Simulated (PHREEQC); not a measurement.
Synthetic water in mg/L, 32 °C, pH 7.71, pe 2.6:

```json
[
 {"constituent": "Na", "mg/L": "2780"},
 {"constituent": "K", "mg/L": "558"},
 {"constituent": "Ca", "mg/L": "40.9"},
 {"constituent": "Mg", "mg/L": "23.2"},
 {"constituent": "Cl", "mg/L": "4990"},
 {"constituent": "S(6) as SO4", "mg/L": "13.4"},
 {"constituent": "Alkalinity as HCO3", "mg/L": "94.5"},
 {"constituent": "Si as SiO2", "mg/L": "4.32"},
 {"constituent": "Sr", "mg/L": "52.3"},
 {"constituent": "Fe(2)", "mg/L": "150"}
]
```

Cl is adjusted to close the charge balance.
Valence states are taken as typed.

Model: ion-association model, phreeqc.dat, run in PHREEQC.

Precipitation was switched off in this run.

### Question
Order these Fe species by the share of Fe that they hold, largest first: FeCl+, Fe+2, FeOH+, FeCO3, FeHCO3+.

### Answer
Fe+2 (87 %), FeCl+ (5.9 %), FeHCO3+ (3.8 %), FeCO3 (1.8 %), FeOH+ (1.1 %)

### Question
Order these S species by the share of S that they hold, largest first: MgSO4, FeSO4, KSO4-, SO4-2, NaSO4-.

### Answer
SO4-2 (74 %), NaSO4- (15 %), FeSO4 (3.8 %), KSO4- (2.6 %), MgSO4 (2.2 %)

The pH is 7.71 and the ionic strength 0.151 mol/kgw. The solution is supersaturated, for example in Siderite, so a real one may precipitate; this is no full list. Complexes and solids missing from the database can't appear.
